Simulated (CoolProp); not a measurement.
Properties of R227EA at several states.

Computed with CoolProp (reference Helmholtz-energy equation of state, Lemmon 2016).

```tsv
T (K)	p (kPa)	phase	density (kg/m³)	cv (kJ/(kg K))	isothermal compressibility (1/MPa)
204.2	64.4	liquid	1713	0.7020	0.001254
315.1	1930	liquid	1325	0.8539	0.008057
191.8	10.9	liquid	1750	0.6917	0.001078
215.4	133	liquid	1679	0.7126	0.001447
```
